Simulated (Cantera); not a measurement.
Input (Python, Cantera):

```python
import numpy as np
import cantera as ct

gas = ct.Solution("gri30.yaml")
gas.TPX = 1075, 6000, {'N2O': 1, 'N2': 1.4}
reactor = ct.IdealGasConstPressureReactor(gas, energy="off", clone=False)
net = ct.ReactorNet([reactor])
net.rtol, net.atol = 1e-08, 1e-18
show = ['N2O', 'NO2', 'O', 'N2', 'O2']
times = np.geomspace(8e-06, 200, 10)

steps = ct.SolutionArray(gas, extra=["t"])
rows = []
print(f"{'t/s':>10s}{'T/K':>9s}{'P/Pa':>11s}" + "".join(f"{s:>11s}" for s in show))
for t in times:
    while net.time < t:
        t_next = net.step()
        steps.append(gas.state, t=t_next)
    rows.append([np.interp(t, steps.t, y) for y in (steps.T, steps.P, *steps(*show).X.T)])
    print(f"{t:10.3e}{rows[-1][0]:9.1f}{rows[-1][1]:11.4g}" + "".join(f"{x:11.3e}" for x in rows[-1][2:]))
rate = np.gradient(steps.T, steps.t)
print("integrator steps:", len(steps.t))
if steps.T.max() > steps.T[0] + 200:
    print(f"time of steepest temperature rise: {steps.t[rate.argmax()]:.4e} s")
gas.TPX = 1075, 6000, {'N2O': 1, 'N2': 1.4}
gas.equilibrate("TP")
print(f"equilibrium (TP): T = {gas.T:.1f} K  " + "  ".join(f"{s} {gas[s].X[0]:.3e}" for s in show))
```

Result:

```
       t/s      T/K       P/Pa        N2O        NO2          O         N2         O2
 8.000e-06   1075.0       6000  4.167e-01  1.267e-22  4.293e-09  5.833e-01  4.308e-11
 5.310e-05   1075.0       6000  4.167e-01  2.253e-19  2.686e-08  5.833e-01  1.826e-09
 3.524e-04   1075.0       6000  4.167e-01  2.592e-16  1.243e-07  5.833e-01  6.278e-08
 2.339e-03   1075.0       6000  4.167e-01  6.560e-14  2.047e-07  5.833e-01  9.997e-07
 1.553e-02   1075.0       6000  4.166e-01  3.919e-12  2.052e-07  5.833e-01  7.720e-06
 1.031e-01   1075.0       6000  4.165e-01  1.763e-10  2.052e-07  5.834e-01  5.232e-05
 6.840e-01   1075.0       6000  4.158e-01  6.973e-09  2.051e-07  5.838e-01  3.479e-04
 4.540e+00   1075.0       6000  4.108e-01  1.680e-07  2.051e-07  5.866e-01  2.294e-03
 3.013e+01   1075.0       6000  3.793e-01  1.538e-06  2.044e-07  6.043e-01  1.453e-02
 2.000e+02   1075.0       6000  2.292e-01  8.311e-06  1.987e-07  6.886e-01  7.291e-02
integrator steps: 607
equilibrium (TP): T = 1075.0 K  N2O 1.211e-09  NO2 4.606e-07  O 2.238e-09  N2 8.276e-01  O2 1.724e-01
```

Model: GRI-Mech 3.0 (53 species, 325 reactions), integrated in Cantera. GRI-Mech 3.0 was tuned for natural gas; its chemistry of N2O as a main component is partial and can be far from experiment. The mechanism lacks the step 2 NO + O2 → 2 NO2, which can matter for NO2 below about 1400 K. The temperature is held fixed by assumption; the heat of reaction is taken as removed at once.
